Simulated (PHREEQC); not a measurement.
A made-up water analysis in mg/kgw, 25 °C, pH 4.2, pe 11.7: Na 1970; K 266; Ca 107; Mg 160; Cl 943; S(6) as SO4 3860; Li 0.196; Zn 23.6; Mn(2) 8.32.

Cl is adjusted to close the charge balance.
Valence states are taken as typed.

The numbers come from PHREEQC with the ion-association model, phreeqc.dat.

This is a speciation only: nothing precipitates in the calculation.

Q: Predict the ionic strength, specific conductance, density.

A: ionic strength 0.135 mol/kgw; specific conductance 9490 µS/cm; density 1.003 g/cm³.

Q: In which forms is Zn present?

A: Zn+2 49 %, ZnSO4 40 %, Zn(SO4)2-2 10 %, ZnCl+ 1.4 % of the Zn.
